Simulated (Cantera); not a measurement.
Feed: 1 mol SiH4, 1.5 mol NH3, 0.12 mol H2, at 0.270 Torr.

Cantera equilibrium calculation (NASA polynomials, part measured and part estimated; ideal gas, pure solids and liquids). Candidate condensed phases: Si, Si3N4; 18 gas species. Mutual solubility and eutectic melting of coexisting phases are not modelled. The tables' values for SiN are old estimates; treat these amounts as uncertain. Gases not in the tables: Si2H6 and higher silanes. The numbers say what is thermodynamically allowed, not how fast it happens.

log p: log10 of the partial pressure in bar; n: condensed amount in mol.

```csv
T (K),log p H2,log p N2,log p H,log p Si,log p SiH,log p Si2N,log p SiH2,n Si3N4(s),n Si(s),n Si(l)
1048,-3.45,-5.17,-9.84,<-15,<-15,<-15,<-15,0.333,0,0
1123,-3.45,-5.17,-9.10,<-15,<-15,<-15,-14.42,0.333,0,0
1198,-3.45,-5.17,-8.45,-13.49,-14.03,<-15,-12.99,0.333,0,0
1273,-3.45,-5.17,-7.87,-11.71,-12.45,…,-11.74,0.333,0,0
1348,-3.45,-5.17,-7.36,-10.13,-11.04,…,-10.62,0.333,0,0
1423,-3.46,-5.02,-6.91,-8.82,-9.89,…,-9.73,0.315,0.0541,0
1498,-3.50,-4.34,-6.52,-8.00,-9.24,…,-9.34,0.0582,0.825,0
1573,-3.51,-4.28,-6.15,-7.26,-8.63,…,-8.95,0,0.999,0
1648,-3.51,-4.28,-5.81,-6.59,-8.08,…,-8.59,0,0.996,0
1723,-3.52,-4.28,-5.50,-6.01,-7.61,…,-8.29,0,0,0.985
```

Question: Complete the blanks.

Answer: 
- 1273, log p Si2N: -14.62
- 1348, log p Si2N: -12.60
- 1423, log p Si2N: -10.93
- 1498, log p Si2N: -9.88
- 1573, log p Si2N: -9.21
- 1648, log p Si2N: -8.62
- 1723, log p Si2N: -8.15
